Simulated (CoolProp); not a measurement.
Model: reference Helmholtz-energy equation of state, Thol 2016, in CoolProp.

### Question
For hexamethyldisiloxane (MM), give the phase and the cp (kJ/(kg K)), cv (kJ/(kg K)), Joule-Thomson coefficient (K/MPa), fugacity coefficient at 346.85 °C and 439 kPa.

### Answer
- 346.85 °C and 439 kPa: gas; cp 2.29, cv 2.22, Joule-Thomson coefficient 5.52, fugacity coefficient 0.958
